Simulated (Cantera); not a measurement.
A perfectly stirred reactor is fed with C3H8 : O2 : N2 = 1 : 2.78 : 10.4 (molar parts), equivalence ratio 1.8, at 670000 Pa; it is adiabatic with a 450 K inlet, and is followed from long to short residence time, starting on the burning branch (τ in s: 0.027, 0.01, 0.0041, 0.0016, 0.00063, 0.00025, 9.6e-05, 3.8e-05, 1.5e-05).

Cantera simulation using GRI-Mech 3.0 (53 species, 325 reactions); the numbers are that mechanism's predictions, not measurements. GRI-Mech 3.0 was tuned for natural gas; its chemistry of propane as a main component is partial and can be far from experiment.

Q: What does this change do: pressure from 670000 Pa to 150000 Pa?

A: 
```
quantity                                                                       before                                 after
------------------------------------------------  -----------------------------------  ------------------------------------
blow-out, bracketed by the residence times tried  burning at 0.250 ms, out at 96.0 µs  burning at 0.630 ms, out at 0.250 ms
x(C3H8) at τ = 27.0 ms                                                        2.39e-6                               5.09e-6
x(O2) at τ = 27.0 ms                                                         0.000457                              0.000726
x(OH) at τ = 27.0 ms                                                          1.84e-5                               5.31e-5
x(CO2) at τ = 27.0 ms                                                          0.0406                                0.0391
x(CH2CO) at τ = 27.0 ms                                                       2.76e-5                               4.19e-5
x(C3H8) at τ = 0.630 ms                                                       9.78e-5                              0.000221
x(O2) at τ = 0.630 ms                                                         0.00769                                0.0128
x(OH) at τ = 0.630 ms                                                         5.78e-5                              0.000142
x(CO2) at τ = 0.630 ms                                                         0.0386                                0.0312
x(CH2CO) at τ = 0.630 ms                                                     0.000401                              0.000421
```

Q: What does this change do: C3H8 1 to 1.4 parts?

A: 
```
quantity                                                                       before                                 after
------------------------------------------------  -----------------------------------  ------------------------------------
blow-out, bracketed by the residence times tried  burning at 0.250 ms, out at 96.0 µs  burning at 0.630 ms, out at 0.250 ms
x(C3H8) at τ = 27.0 ms                                                        2.39e-6                               4.68e-5
x(O2) at τ = 27.0 ms                                                         0.000457                               0.00231
x(OH) at τ = 27.0 ms                                                          1.84e-5                               1.36e-6
x(CO2) at τ = 27.0 ms                                                          0.0406                                0.0357
x(CH2CO) at τ = 27.0 ms                                                       2.76e-5                              0.000297
x(C3H8) at τ = 0.630 ms                                                       9.78e-5                               0.00305
x(O2) at τ = 0.630 ms                                                         0.00769                                0.0266
x(OH) at τ = 0.630 ms                                                         5.78e-5                               6.08e-6
x(CO2) at τ = 0.630 ms                                                         0.0386                                0.0191
x(CH2CO) at τ = 0.630 ms                                                     0.000401                               0.00398
```
